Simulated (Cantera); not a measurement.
**SiH₂Cl₂ + Cl₂ + H₂ (silicon epitaxy and polysilicon growth)**

Feed: 1 mol SiH₂Cl₂, 0.025 mol Cl₂, 150 mol H₂, held at 4.95 Torr.

These are equilibrium values from Cantera (NASA tables, ideal gas, pure condensed phases), not measurements of a reactor. Candidate condensed phases: Si; 19 gas species. The tables' values for SiCl₃, SiCl are old estimates; treat these amounts as uncertain. Gases not in the tables: Si₂H₆ and higher silanes. The numbers say what is thermodynamically allowed, not how fast it happens.

From 948 K to 1648 K the condensed part is Si(s). At 1748 K the condensed part is Si(l). The main Si-bearing gas is SiCl₄ at 948 K and SiCl₂ at 1748 K. The share of Si in condensed phases is highest at 1148 K (93.9 %) and lowest at 948 K (76.6 %).

```json
[
 {"T (K)": "948", "x H₂": "0.990", "x HCl": "0.00812", "x H": "6.42e-9", "x SiCl₄": "0.000880", "n Si(s)": "0.766", "n Si(l)": "0"},
 {"T (K)": "1048", "x H₂": "0.988", "x HCl": "0.0119", "x H": "9.45e-8", "x SiCl₄": "0.000135", "n Si(s)": "0.913", "n Si(l)": "0"},
 {"T (K)": "1148", "x H₂": "0.987", "x HCl": "0.0126", "x H": "8.76e-7", "x SiCl₄": "1.03e-5", "n Si(s)": "0.939", "n Si(l)": "0"},
 {"T (K)": "1248", "x H₂": "0.987", "x HCl": "0.0126", "x H": "5.71e-6", "x SiCl₄": "9.86e-7", "n Si(s)": "0.936", "n Si(l)": "0"},
 {"T (K)": "1348", "x H₂": "0.987", "x HCl": "0.0126", "x H": "2.83e-5", "x SiCl₄": "1.32e-7", "n Si(s)": "0.931", "n Si(l)": "0"},
 {"T (K)": "1448", "x H₂": "0.987", "x HCl": "0.0125", "x H": "0.000113", "x SiCl₄": "2.33e-8", "n Si(s)": "0.925", "n Si(l)": "0"},
 {"T (K)": "1548", "x H₂": "0.987", "x HCl": "0.0124", "x H": "0.000376", "x SiCl₄": "5.15e-9", "n Si(s)": "0.919", "n Si(l)": "0"},
 {"T (K)": "1648", "x H₂": "0.986", "x HCl": "0.0124", "x H": "0.00109", "x SiCl₄": "1.37e-9", "n Si(s)": "0.907", "n Si(l)": "0"},
 {"T (K)": "1748", "x H₂": "0.984", "x HCl": "0.0124", "x H": "0.00279", "x SiCl₄": "3.87e-10", "n Si(s)": "0", "n Si(l)": "0.876"}
]
```
x: gas mole fraction; n: condensed amount in mol.
